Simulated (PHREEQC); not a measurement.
# Nickel, zinc or cadmium bath: an equilibrium model

Make-up at 32 °C: 0.002 mol CdSO4 and 0.022 mol NiCl2 per kg of water. Closed to the air; pH follows from the charge balance.

Computed with PHREEQC (ion-association model, wateq4f.dat).

No solid was allowed to form.

Q: Predict the pH, ionic strength.

A: pH 5.82; ionic strength 0.0659 mol/kgw.

Q: In which forms is Cd present?

A: CdCl+ 57 %, Cd+2 34 %, CdCl2 6.4 %, CdSO4 2.0 % of the Cd.

In wateq4f.dat the enthalpy of Ni(OH)2 has the wrong sign, so its saturation index can't be trusted away from 25 °C.
